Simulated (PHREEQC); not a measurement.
Solution (20 °C): 0.13 mol/kgw CuSO4. It is in equilibrium with CO2 at log p = -2 (atm). Otherwise closed; pH follows from the charge balance.

Computed with PHREEQC (ion-association model, phreeqc.dat).

Task: The ionic strength comes out as 0.262 mol/kgw. What activity coefficients do Cu+2, CuOH+, H+, HSO4-, HCO3- get?

Result: Cu+2 0.30, CuOH+ 0.70, H+ 0.79, HSO4- 0.74, HCO3- 0.73.

This is a speciation only: nothing precipitates in the calculation. Species that the database lacks are ignored.
